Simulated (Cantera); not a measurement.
## Hydrocarbon pyrolysis for carbon deposition

An isothermal, constant-pressure homogeneous reactor starts with 5.00 % CH4, 95.0 % N2, at 1675 K and 6.38 Torr.

Cantera simulation using GRI-Mech 3.0 (53 species, 325 reactions); the numbers are that mechanism's predictions, not measurements. GRI-Mech 3.0 stops at C3 and has no aromatics, soot or wall deposition, so with more carbon than oxygen in the feed, carbon stays in small species such as C2H2 where larger ones or solid carbon would form. Radical loss at walls, strong at low pressure, is not modelled.

```tsv
t (s)	x CH4	x C2H2	x CH3	x HCN	x C2H4	x H2
0.000100	0.0500	<1e-12	4.81e-7	<1e-12	<1e-12	1.47e-7
0.000388	0.0500	<1e-12	2.34e-6	<1e-12	1.41e-11	1.04e-6
0.00151	0.0500	3.60e-12	9.81e-6	<1e-12	1.48e-9	4.78e-6
0.00585	0.0500	1.01e-9	3.88e-5	<1e-12	1.01e-7	1.95e-5
0.0227	0.0498	2.45e-7	0.000151	6.01e-12	5.97e-6	8.80e-5
0.0881	0.0487	5.76e-5	0.000557	5.24e-10	0.000294	0.00104
0.342	0.0323	0.00611	0.000909	1.45e-7	0.00191	0.0226
1.33	0.00907	0.0192	0.000331	1.85e-6	0.000129	0.0580
5.15	0.00120	0.0232	7.17e-5	7.49e-6	4.54e-6	0.0695
20.0	0.000116	0.0237	1.04e-5	1.94e-5	9.05e-7	0.0711
```
x: mole fraction; the columns are a selection and need not sum to one.

Equilibrium at this temperature and pressure: CH4 1.79e-6, C2H2 0.00497, CH3 1.72e-7, HCN 0.0377, C2H4 1.77e-7, H2 0.0712 (gas phase only).
